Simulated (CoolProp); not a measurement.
A Linde-Hampson liquefier for dry air: isothermal reversible compression at 280 K from 1 atm to 25 MPa, throttling to 1 atm, return gas leaving the recuperator 10 K below the feed. Each further row changes one setting.

Model: reference Helmholtz-energy equation of state, Lemmon 2000, in CoolProp. It is a pseudo-pure fit of the blend.

```json
[
 {"case": "as stated", "liquid yield per pass": "0.090", "compression work (kJ/kg of gas)": "440"},
 {"case": "high pressure 50 MPa", "liquid yield per pass": "?", "compression work (kJ/kg of gas)": "?"},
 {"case": "warm-end temperature 310 K", "liquid yield per pass": "?", "compression work (kJ/kg of gas)": "?"},
 {"case": "warm-end gap 15 K", "liquid yield per pass": "?", "compression work (kJ/kg of gas)": "440"}
]
```

Question: Fill in the missing entries.

Answer: 
- high pressure 50 MPa, liquid yield per pass: 0.105
- high pressure 50 MPa, compression work (kJ/kg of gas): 504
- warm-end temperature 310 K, liquid yield per pass: 0.061
- warm-end temperature 310 K, compression work (kJ/kg of gas): 491
- warm-end gap 15 K, liquid yield per pass: 0.078
